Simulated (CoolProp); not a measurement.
Saturated liquid density (kg/m³) of C3F8 (R218): the reference equation beside estimates from Tc = 345.0 K, pc = 2640 kPa, ω = 0.317.

Computed with CoolProp (reference Helmholtz-energy equation of state, Lemmon 2006). It is a short technical equation, of lower accuracy than the large ones.

```csv
T (K),reference,van der Waals,Redlich-Kwong,Soave-Redlich-Kwong
226,1651,1025,1498,1567
236.2,1612,1001,1455,1528
246.5,1571,975.1,1410,1485
256.8,1528,947.9,1361,1438
267.1,1483,918.8,1309,1387
277.4,1434,887.5,1252,1330
287.6,1382,853.9,1192,1268
297.9,1325,816.7,1125,1198
308.2,1260,774.9,1050,1119
318.5,1184,726.8,964.2,1025
```

Absolute difference from the reference over all 10 rows, mean and median: van der Waals 38.2 and 38.1 %, Redlich-Kwong 12.9 and 12.2 %, Soave-Redlich-Kwong 7.8 and 6.9 %.
